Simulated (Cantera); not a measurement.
A Cantera script and its output.

```python
import numpy as np
import cantera as ct

gas = ct.Solution("gri30.yaml")
gas.TPX = 975, 101325, {'CH4': 1, 'C2H6': 0.19, 'O2': 5.44, 'N2': 20.4, 'H2O': 1.1}
reactor = ct.IdealGasConstPressureReactor(gas, energy="on", clone=False)
net = ct.ReactorNet([reactor])
net.rtol, net.atol = 1e-08, 1e-16
show = ['CH4', 'C2H6', 'O2', 'H', 'CO2', 'O']
times = np.geomspace(1e-06, 9, 12)

steps = ct.SolutionArray(gas, extra=["t"])
rows = []
print(f"{'t/s':>10s}{'T/K':>9s}{'P/Pa':>11s}" + "".join(f"{s:>11s}" for s in show))
for t in times:
    while net.time < t:
        t_next = net.step()
        steps.append(gas.state, t=t_next)
    rows.append([np.interp(t, steps.t, y) for y in (steps.T, steps.P, *steps(*show).X.T)])
    print(f"{t:10.3e}{rows[-1][0]:9.1f}{rows[-1][1]:11.4g}" + "".join(f"{x:11.3e}" for x in rows[-1][2:]))
rate = np.gradient(steps.T, steps.t)
print("integrator steps:", len(steps.t))
if steps.T.max() > steps.T[0] + 200:
    print(f"time of steepest temperature rise: {steps.t[rate.argmax()]:.4e} s")
gas.TPX = 975, 101325, {'CH4': 1, 'C2H6': 0.19, 'O2': 5.44, 'N2': 20.4, 'H2O': 1.1}
gas.equilibrate("HP")
print(f"equilibrium (HP): T = {gas.T:.1f} K  " + "  ".join(f"{s} {gas[s].X[0]:.3e}" for s in show))
```

Output:

```
       t/s      T/K       P/Pa        CH4       C2H6         O2          H        CO2          O
 1.000e-06    975.0  1.013e+05  3.555e-02  6.754e-03  1.934e-01  1.724e-15  6.087e-25  1.134e-16
 4.287e-06    975.0  1.013e+05  3.555e-02  6.754e-03  1.934e-01  4.293e-15  3.494e-23  1.073e-15
 1.838e-05    975.0  1.013e+05  3.555e-02  6.754e-03  1.934e-01  7.746e-15  2.213e-21  4.938e-15
 7.882e-05    975.0  1.013e+05  3.555e-02  6.754e-03  1.934e-01  2.116e-14  1.612e-19  2.017e-14
 3.379e-04    975.0  1.013e+05  3.555e-02  6.754e-03  1.934e-01  7.576e-14  1.122e-17  8.116e-14
 1.449e-03    975.0  1.013e+05  3.555e-02  6.754e-03  1.934e-01  2.727e-13  6.225e-16  2.810e-13
 6.212e-03    975.0  1.013e+05  3.555e-02  6.754e-03  1.934e-01  9.094e-13  1.679e-14  6.683e-13
 2.663e-02    975.0  1.013e+05  3.555e-02  6.754e-03  1.934e-01  5.451e-12  3.511e-13  2.207e-12
 1.142e-01    975.1  1.013e+05  3.554e-02  6.740e-03  1.934e-01  5.788e-10  3.614e-10  1.533e-10
 4.896e-01   1977.1  1.013e+05  4.675e-23  5.265e-43  9.777e-02  1.389e-05  4.869e-02  1.750e-04
 2.099e+00   1974.4  1.013e+05  4.418e-23  4.723e-43  9.715e-02  1.351e-05  4.869e-02  1.708e-04
 9.000e+00   1968.9  1.013e+05  3.924e-23  3.766e-43  9.591e-02  1.277e-05  4.870e-02  1.625e-04
integrator steps: 2404
time of steepest temperature rise: 2.5861e-01 s
equilibrium (HP): T = 1967.6 K  CH4 6.334e-23  C2H6 5.807e-43  O2 9.563e-02  H 1.260e-05  CO2 4.870e-02  O 1.606e-04
```

Model: GRI-Mech 3.0 (53 species, 325 reactions), integrated in Cantera. Below about 1000 K GRI-Mech 3.0 lacks low-temperature oxidation paths.
